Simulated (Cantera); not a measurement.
## Thermodynamics of titanium nitride, carbide and oxide coatings, feed Ti + O₂ + H₂ + C₃H₈

Input: 1 mol Ti, 0.18 mol O₂, 120 mol H₂, 0.086 mol C₃H₈, at 10.0 mbar.

Equilibrium computed with Cantera from the NASA thermochemical tables; the gas is ideal and each condensed phase is pure. Candidate condensed phases: C, C₆H₆, C₇H₈, C₈H₁₈, H₂O, Ti, TiC, TiO, TiO₂, Ti₂O₃, Ti₃O₅, Ti₄O₇; 113 gas species. Mutual solubility and eutectic melting of coexisting phases are not modelled. TiC, TiO: taken at fixed stoichiometry. Condensed phases not in the tables: solid solutions among these carbides, nitrides and lower oxides, N, O or C dissolved in the metal. The numbers say what is thermodynamically allowed, not how fast it happens.

```tsv
T (K)	x H₂	x H	x Ti	x CO	x TiO	x H₂O	x TiO₂	n Ti(β)	n TiC(s)	n TiO(s)	n Ti(l)
1823	0.996	0.00432	7.19e-5	2.86e-6	2.76e-6	2.94e-7	1.14e-10	0.374	0.258	0.359	0
1848	0.995	0.00529	0.000108	4.87e-6	4.54e-6	3.76e-7	2.17e-10	0.370	0.257	0.359	0
1873	0.993	0.00643	0.000160	8.19e-6	7.37e-6	4.76e-7	4.06e-10	0.365	0.257	0.358	0
1898	0.992	0.00779	0.000235	1.36e-5	1.18e-5	5.99e-7	7.48e-10	0.357	0.256	0.357	0
1923	0.990	0.00937	0.000342	2.22e-5	1.86e-5	7.49e-7	1.35e-9	0.346	0.255	0.355	0
1948	0.988	0.0112	0.000492	3.59e-5	2.91e-5	9.32e-7	2.42e-9	0	0.254	0.352	0.331
1973	0.986	0.0134	0.000693	5.86e-5	4.49e-5	1.16e-6	4.29e-9	0	0.251	0.347	0.312
```
x: gas mole fraction; n: condensed amount in mol.

From 1823 K to 1923 K the condensed part is Ti(β) + TiC(s) + TiO(s). From 1948 K to 1973 K the condensed part is Ti(l) + TiC(s) + TiO(s). The main Ti-bearing gas is Ti throughout. The share of Ti in condensed phases is highest at 1823 K (99.1 %) and lowest at 1973 K (91.1 %).
